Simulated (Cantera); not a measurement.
Charge: 1 mol Cu, 12 mol CO, 4 mol H2, equilibrated at 1148.15 K and 6.10 bar.

Method: chemical equilibrium by Gibbs-energy minimisation in Cantera with the NASA 1993 tables (ideal gas, pure condensed phases). Candidate condensed phases: C, C6H6, C7H8, C8H18, Cu, CuO, Cu(OH)2, Cu2O, H2O; 113 gas species. Rates play no part.

Problem. What is the equilibrium state?

Solution. 
```json
{
 "x(CO)": "0.625",
 "x(H2)": "0.229",
 "x(CO2)": "0.0966",
 "x(H2O)": "0.0419",
 "x(CH4)": "0.00762",
 "n(C(graphite))": "1.83 mol",
 "n(Cu(s))": "1.00 mol",
 "gas_amount": "13.96 mol",
 "log10 activity of Cu(OH)2(s) (absent)": "-10.66"
}
```
